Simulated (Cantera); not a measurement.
A Cantera script and what it prints.

```python
import numpy as np
import cantera as ct

gas_names = """
    H HNO HNO2 HNO3 HO2 H2 H2O H2O2 N NH NH2 NH3 NH2OH NO NO2 NO3 N2 N2H2 N2H4 N2O O OH O2 O3 Pb PbO Pb2
""".split()
cond_names = """
    H2O(s) H2O(L) Pb(cr) Pb(L) PbO(rd) PbO(yw) PbO(L) PbO2(s) Pb3O4(s)
""".split()


# ... load() reads the species with a 1 bar reference pressure and builds the phases ...
atoms = {
    'PbO': {'Pb': 1, 'O': 1},
    'H2': {'H': 2},
    'N2': {'N': 2},
}
top_T = {'Pb3O4(s)': 820}  # K; cautious upper limits of use, not melting points


# ... equilibrate(T, P, feed) seeds the gas with the atoms and calls Mixture.equilibrate('TP', solver="vcs", rtol=1e-11, max_steps=5000) ...
results = []
T = 1973.15  # K
P = 133.322  # Pa
for m in [4.1, 7.3, 13, 24, 43, 77, 140, 250, 450, 800]:
    feed = {'PbO': 1, 'H2': m, 'N2': 0.64}  # mol
    mix = equilibrate(T, P, feed)
    results.append((T, P, feed, dict(zip(mix.species_names, mix.species_moles))))
    x = sorted(zip(gas.X, gas.species_names), reverse=True)
    print(f"T = {T:g} K  P = {P:g} Pa  n(H2) = {m:g} mol  gas = {mix.phase_moles(0):.4g} mol")
    print("   x: " + "  ".join(f"{s} {v:.3e}" for v, s in x if v > 1e-06))
    print("   condensed (mol): " + ("  ".join(f"{mix.phase(i).name} {mix.phase_moles(i):.4g}"
          for i in range(1, mix.n_phases) if mix.phase_moles(i) > 1e-12) or "none"))
```

Result:

```
T = 1973.15 K  P = 133.322 Pa  n(H2) = 4.1 mol  gas = 5.82 mol
   x: H2 5.200e-01  Pb 1.716e-01  H2O 1.707e-01  N2 1.100e-01  H 2.668e-02  OH 8.315e-04  PbO 2.314e-04  O 3.140e-05  NO 1.223e-05  O2 4.459e-06
   condensed (mol): none
T = 1973.15 K  P = 133.322 Pa  n(H2) = 7.3 mol  gas = 9.081 mol
   x: H2 6.789e-01  Pb 1.101e-01  H2O 1.096e-01  N2 7.048e-02  H 3.048e-02  OH 4.671e-04  PbO 7.298e-05  O 1.544e-05  NO 4.815e-06  O2 1.078e-06
   condensed (mol): none
T = 1973.15 K  P = 133.322 Pa  n(H2) = 13 mol  gas = 14.89 mol
   x: H2 7.898e-01  Pb 6.715e-02  H2O 6.688e-02  N2 4.299e-02  H 3.288e-02  OH 2.643e-04  PbO 2.336e-05  O 8.099e-06  NO 1.973e-06
   condensed (mol): none
T = 1973.15 K  P = 133.322 Pa  n(H2) = 24 mol  gas = 26.09 mol
   x: H2 8.644e-01  Pb 3.832e-02  H2O 3.817e-02  H 3.439e-02  N2 2.453e-02  OH 1.442e-04  PbO 6.953e-06  O 4.224e-06
   condensed (mol): none
T = 1973.15 K  P = 133.322 Pa  n(H2) = 43 mol  gas = 45.44 mol
   x: H2 9.067e-01  H 3.522e-02  Pb 2.200e-02  H2O 2.192e-02  N2 1.408e-02  OH 8.087e-05  O 2.313e-06  PbO 2.186e-06
   condensed (mol): none
T = 1973.15 K  P = 133.322 Pa  n(H2) = 77 mol  gas = 80.07 mol
   x: H2 9.313e-01  H 3.570e-02  Pb 1.249e-02  H2O 1.244e-02  N2 7.993e-03  OH 4.529e-05  O 1.278e-06
   condensed (mol): none
T = 1973.15 K  P = 133.322 Pa  n(H2) = 140 mol  gas = 144.2 mol
   x: H2 9.457e-01  H 3.597e-02  Pb 6.933e-03  H2O 6.907e-03  N2 4.437e-03  OH 2.495e-05
   condensed (mol): none
T = 1973.15 K  P = 133.322 Pa  n(H2) = 250 mol  gas = 256.3 mol
   x: H2 9.536e-01  H 3.612e-02  Pb 3.902e-03  H2O 3.888e-03  N2 2.497e-03  OH 1.398e-05
   condensed (mol): none
T = 1973.15 K  P = 133.322 Pa  n(H2) = 450 mol  gas = 460 mol
   x: H2 9.581e-01  H 3.621e-02  Pb 2.174e-03  H2O 2.166e-03  N2 1.391e-03  OH 7.774e-06
   condensed (mol): none
T = 1973.15 K  P = 133.322 Pa  n(H2) = 800 mol  gas = 816.4 mol
   x: H2 9.605e-01  H 3.625e-02  Pb 1.225e-03  H2O 1.220e-03  N2 7.839e-04  OH 4.374e-06
   condensed (mol): none
```

Cantera equilibrium calculation (NASA polynomials, part measured and part estimated; ideal gas, pure solids and liquids).
